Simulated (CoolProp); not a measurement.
Vapour-liquid equilibrium of chloromethane (R40) (1) + isobutene (2) at 264.2 K; x and y are mole fractions of (1).

Computed with CoolProp (multi-fluid Helmholtz-energy mixture model, Thol 2014 and Lemmon 2005; pair parameters Bell 2016).

| x | bubble pressure, mixture model (bar) | bubble pressure, Raoult's law (bar) | y, mixture model | y, Raoult's law |
|---|---|---|---|---|
| 0.05 | 1.014 | 0.9848 | 0.117 | 0.095 |
| 0.2 | 1.208 | 1.124 | 0.362 | 0.332 |
| 0.35 | 1.365 | 1.264 | 0.526 | 0.517 |
| 0.5 | 1.499 | 1.403 | 0.654 | 0.666 |
| 0.65 | 1.619 | 1.542 | 0.764 | 0.787 |
| 0.8 | 1.730 | 1.682 | 0.867 | 0.888 |
| 0.95 | 1.834 | 1.821 | 0.967 | 0.974 |

The largest gap from Raoult's law is +8.0 % in bubble pressure, at x = 0.35. No azeotrope shows between x = 0.05 and 0.95.

Pair parameters are fitted to limited data, so mixtures are less certain than the pure fluids.
